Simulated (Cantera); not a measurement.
Charge: 1 mol CuO, 0.55 mol F2, held at 1873.15 K and 2.40 Torr.

Method: chemical equilibrium by Gibbs-energy minimisation in Cantera with the NASA 1993 tables (ideal gas, pure condensed phases). Candidate condensed phases: Cu, CuF2, CuO, Cu2O; 13 gas species. Rates play no part.

Base state: CuF 0.605, O2 0.323, CuF2 0.0415, F 0.0258, Cu 0.00245, O 0.00238 (mole fractions); condensed: gas only.

What changes in the equilibrium state with this change: F2 from 0.55 to 5.8 mol?


```
species   before     after
-------  -------  --------
F         0.0258     0.868
CuF2      0.0415    0.0611
O2         0.323    0.0434
CuF        0.605    0.0265
F2       1.98e-8   2.23e-5
Cu       0.00245   3.19e-6
O        0.00238  0.000872
```

What changes in the equilibrium state with this change: pressure from 2.40 Torr to 1.13 Torr?


```
species   before    after
-------  -------  -------
CuF        0.605    0.607
O2         0.323    0.318
F         0.0258   0.0385
CuF2      0.0415   0.0291
O        0.00238  0.00345
Cu       0.00245  0.00352
```
